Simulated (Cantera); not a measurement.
Input: 1 mol Si(CH₃)₄, 0.17 mol HCl, 1300 mol H₂, held at 20.3 Torr.

Cantera equilibrium calculation (NASA polynomials, part measured and part estimated; ideal gas, pure solids and liquids). Candidate condensed phases: C, C₆H₆, C₇H₈, C₈H₁₈, Si, SiC; 109 gas species. Gases not in the tables: Si₂H₆ and higher silanes. Equilibrium is a limit: real reactors are often held back by kinetics, nucleation or transport.

log p: log10 of the partial pressure in bar; n: condensed amount in mol.

| T (°C) | log p H₂ | log p H | log p C₂H₂ (acetylene) | log p Si | log p HCl | n C(graphite) | n SiC(s) |
|---|---|---|---|---|---|---|---|
| 1175 | -1.57 | -5.82 | -6.89 | -10.76 | -5.45 | 2.87 | 1.000 |
| 1275 | -1.57 | -5.30 | -6.37 | -9.56 | -5.45 | 2.89 | 1.000 |
| 1375 | -1.57 | -4.83 | -5.92 | -8.50 | -5.45 | 2.84 | 1.000 |
| 1475 | -1.57 | -4.43 | -5.52 | -7.56 | -5.45 | 2.67 | 0.998 |
| 1575 | -1.57 | … | … | … | -5.46 | … | 0.987 |
| 1675 | -1.57 | -3.73 | -4.84 | -5.98 | -5.46 | 1.64 | 0.934 |
| 1775 | -1.58 | … | … | … | -5.46 | … | … |
| 1875 | -1.58 | -3.17 | -4.41 | -4.78 | -5.47 | 0 | 0 |
| 1975 | -1.59 | -2.93 | -4.41 | -4.76 | -5.48 | 0 | 0 |
| 2075 | -1.60 | -2.71 | -4.41 | -4.75 | -5.49 | 0 | 0 |

Question: What belongs in the gaps?

Answer: 
- 1575, log p H: -4.06
- 1575, log p C₂H₂ (acetylene): -5.16
- 1575, log p Si: -6.73
- 1575, n C(graphite): 2.32
- 1775, log p H: -3.44
- 1775, log p C₂H₂ (acetylene): -4.55
- 1775, log p Si: -5.31
- 1775, n C(graphite): 0.535
- 1775, n SiC(s): 0.696
